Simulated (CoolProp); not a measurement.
Vapour-liquid equilibrium of propylene (1) + R134a (2) at 0.535 MPa; x and y are mole fractions of (1).

The numbers come from the multi-fluid Helmholtz-energy mixture model, Lemmon 2013 and Tillner-Roth 1994; pair parameters Bell 2016 in CoolProp.

**Question.** Give the bubble temperature and the first vapour's composition at x = 0.15, 0.35, 0.45. Is there an azeotrope?

**Answer.** x = 0.15: 7.1 °C, y = 0.366; x = 0.35: 0.1 °C, y = 0.577; x = 0.45: -1.7 °C, y = 0.636. y crosses x between x = 0.75 and 0.85: the model has an azeotrope there.

Pair parameters are fitted to limited data, so mixtures are less certain than the pure fluids.
